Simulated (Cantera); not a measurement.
A Cantera script and what it prints.

```python
import numpy as np
import cantera as ct

gas_names = """
    AL ALH ALO ALOH ALO2 ALO2H AL2 AL2O AL2O2 H HALO HO2 H2 H2O H2O2 O OH O2 O3
""".split()
cond_names = """
    AL(cr) AL(L) AL2O3(a) AL2O3(L) H2O(s) H2O(L)
""".split()


def load(file, names, dense=False):
    # The tables refer to 1 bar. Condensed volumes are neglected.
    table = {s.name: s for s in ct.Species.list_from_file(file)}
    out = []
    for n in names:
        d = dict(table[n].input_data)
        d["thermo"] = dict(d["thermo"], **{"reference-pressure": 1e5})
        if dense:
            d["equation-of-state"] = {"model": "constant-volume", "density": "1e6 g/cm^3"}
        out.append(ct.Species.from_dict(d))
    return out


gas = ct.Solution(thermo="ideal-gas", species=load("nasa_gas.yaml", gas_names))
cond = {s.name: ct.Solution(thermo="fixed-stoichiometry", species=[s], name=s.name)
        for s in load("nasa_condensed.yaml", cond_names, dense=True)}
atoms = {
    'Al2O3': {'AL': 2, 'O': 3},
    'H2': {'H': 2},
}
top_T = {}  # K; cautious upper limits of use, not melting points


def equilibrate(T, P, feed):
    n = {}
    for name, mol in feed.items():
        for a, k in atoms[name].items():
            n[a] = n.get(a, 0.0) + k * mol
    gas.TPX = T, P, n
    mass = sum(n.values()) * gas.mean_molecular_weight
    gas.equilibrate("TP")
    valid = [c for c in cond.values() if c.min_temp <= T <= top_T.get(c.name, c.max_temp)]
    mix = ct.Mixture([(gas, mass / gas.mean_molecular_weight)] + [(c, 0.0) for c in valid])
    mix.T, mix.P = T, P
    mix.equilibrate("TP", solver="vcs", rtol=1e-11, max_steps=5000)
    return mix


results = []
feed = {'Al2O3': 1, 'H2': 97}  # mol
T = 2073  # K
P = 470  # Pa
mix = equilibrate(T, P, feed)
results.append((T, P, feed, dict(zip(mix.species_names, mix.species_moles))))
print(gas.report(threshold=1e-06))
for i in range(1, mix.n_phases):
    print(f"{mix.phase(i).name:16s} {mix.phase_moles(i):12.5e} mol")
```

It prints:

```
       temperature   2073 K
          pressure   470 Pa
           density   5.5415e-05 kg/m^3
  mean mol. weight   2.0322 kg/kmol
   phase of matter   gas

                          1 kg             1 kmol
                     ---------------   ---------------
          enthalpy        3.0942e+07        6.2881e+07  J
   internal energy        2.2461e+07        4.5645e+07  J
           entropy        1.1544e+05         2.346e+05  J/K
    Gibbs function       -2.0837e+08       -4.2345e+08  J
 heat capacity c_p             16704             33945  J/K
 heat capacity c_v             12612             25630  J/K

                      mass frac. Y      mole frac. X     chem. pot. / RT
                     ---------------   ---------------   ---------------
                AL          0.009758        0.00073495           -15.972
               ALH         0.0001629        1.1827e-05            -28.47
               ALO        0.00010232         4.838e-06           -44.546
              ALOH         0.0013625        6.2943e-05           -57.044
              AL2O         0.0048562        0.00014106           -60.517
                 H          0.018644          0.037588           -12.498
                H2           0.95237           0.96002           -24.996
               H2O          0.012672         0.0014295            -53.57
                OH        5.3273e-05        6.3657e-06           -41.072
     [  +10 minor]         1.594e-05        6.5386e-07

AL(L)             0.00000e+00 mol
AL2O3(a)          9.45716e-01 mol
```

Cantera equilibrium calculation (NASA polynomials, part measured and part estimated; ideal gas, pure solids and liquids). The tables' values for AlOH are old estimates; treat these amounts as uncertain.
